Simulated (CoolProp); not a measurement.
Vapour-liquid equilibrium of R22 (1) + R142b (2) at 3.15 °C; x and y are mole fractions of (1).

The numbers come from the multi-fluid Helmholtz-energy mixture model, Kamei 1995 and Lemmon 2006; pair parameters Bell 2016 in CoolProp.

```csv
x,bubble pressure (bar),y at the bubble point,dew pressure at overall composition x (bar),liquid density (mol/L)
0.05,1.804,0.138,1.686,11.72
0.125,2.068,0.300,1.785,11.92
0.2,2.328,0.425,1.897,…
0.275,2.589,…,2.023,12.34
0.35,2.855,0.611,2.165,12.55
0.425,3.126,0.683,2.328,12.78
0.5,3.407,0.745,2.516,13.01
0.575,3.697,0.800,2.735,13.25
0.65,3.998,0.847,2.995,…
0.725,4.309,0.889,3.309,…
0.8,4.629,0.925,3.698,14.00
0.875,…,0.957,4.198,14.26
0.95,…,0.984,4.880,14.52
```

Task: Fill in the missing entries.

Result: 
- 0.2, liquid density (mol/L): 12.12
- 0.275, y at the bubble point: 0.526
- 0.65, liquid density (mol/L): 13.49
- 0.725, liquid density (mol/L): 13.74
- 0.875, bubble pressure (bar): 4.956
- 0.95, bubble pressure (bar): 5.288

No azeotrope shows between x = 0.05 and 0.95.

The pair parameters rest on a limited set of measurements; away from them the model extrapolates.
